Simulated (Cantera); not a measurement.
A perfectly stirred reactor is fed with H2 : O2 = 0.1 : 1 (molar parts), at 0.00430 bar; it is held at 1175 K, and followed from long to short residence time.

Cantera simulation using the H2/O2 subset of GRI-Mech 3.0, which has no nitrogen chemistry; the numbers are that mechanism's predictions, not measurements. Radical loss at walls, strong at low pressure, is not modelled. The temperature is held fixed by assumption; the heat of reaction is taken as removed at once.

What does this change do: pressure from 0.00430 bar to 0.00190 bar?


| quantity | before | after |
|---|---|---|
| x(H2) at τ = 28.0 s | 0.000108 | 0.000263 |
| x(O2) at τ = 28.0 s | 0.903 | 0.900 |
| x(H2O2) at τ = 28.0 s | 3.66e-8 | 2.18e-8 |
| x(OH) at τ = 28.0 s | 0.000973 | 0.00165 |
| x(H2O) at τ = 28.0 s | 0.0945 | 0.0936 |
| x(H2) at τ = 0.180 s | 0.00201 | 0.00302 |
| x(O2) at τ = 0.180 s | 0.872 | 0.855 |
| x(H2O2) at τ = 0.180 s | 5.70e-8 | 2.38e-8 |
| x(OH) at τ = 0.180 s | 0.00422 | 0.00513 |
| x(H2O) at τ = 0.180 s | 0.0839 | 0.0767 |

What does this change do: pressure from 0.00430 bar to 0.0267 bar?


| quantity | before | after |
|---|---|---|
| x(H2) at τ = 28.0 s | 0.000108 | 2.55e-5 |
| x(O2) at τ = 28.0 s | 0.903 | 0.904 |
| x(H2O2) at τ = 28.0 s | 3.66e-8 | 7.51e-8 |
| x(OH) at τ = 28.0 s | 0.000973 | 0.000286 |
| x(H2O) at τ = 28.0 s | 0.0945 | 0.0951 |
| x(H2) at τ = 0.180 s | 0.00201 | 0.000583 |
| x(O2) at τ = 0.180 s | 0.872 | 0.900 |
| x(H2O2) at τ = 0.180 s | 5.70e-8 | 2.95e-7 |
| x(OH) at τ = 0.180 s | 0.00422 | 0.00156 |
| x(H2O) at τ = 0.180 s | 0.0839 | 0.0934 |
